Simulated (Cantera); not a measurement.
Input (Python, Cantera) and output of one run.

```python
import numpy as np
import cantera as ct

gas_names = """
    Cu CuF CuF2 Cu2 F F2 H HF H2 H2F2 H3F3 H4F4 H5F5 H6F6 H7F7
""".split()
cond_names = """
    Cu(cr) Cu(L) CuF2(s) CuF2(L)
""".split()


# ... load() reads the species with a 1 bar reference pressure and builds the phases ...
atoms = {
    'Cu': {'Cu': 1},
    'HF': {'H': 1, 'F': 1},
    'H2': {'H': 2},
}
top_T = {}  # K; cautious upper limits of use, not melting points


# ... equilibrate(T, P, feed) seeds the gas with the atoms and calls Mixture.equilibrate('TP', solver="vcs", rtol=1e-11, max_steps=5000) ...
results = []
feed = {'Cu': 1, 'HF': 8, 'H2': 11}  # mol
T = 1098.15  # K
P = 100000  # Pa
mix = equilibrate(T, P, feed)
results.append((T, P, feed, dict(zip(mix.species_names, mix.species_moles))))
x = sorted(zip(gas.X, gas.species_names), reverse=True)
print(f"T = {T:g} K  P = {P:g} Pa  gas = {mix.phase_moles(0):.4g} mol")
print("   x: " + "  ".join(f"{s} {v:.3e}" for v, s in x if v > 0.001))
print("   condensed (mol): " + ("  ".join(f"{mix.phase(i).name} {mix.phase_moles(i):.4g}"
      for i in range(1, mix.n_phases) if mix.phase_moles(i) > 1e-12) or "none"))
```

Result:

```
T = 1098.15 K  P = 100000 Pa  gas = 19 mol
   x: H2 5.790e-01  HF 4.210e-01
   condensed (mol): Cu(cr) 1
```

These are equilibrium values from Cantera (NASA tables, ideal gas, pure condensed phases), not measurements of a reactor.
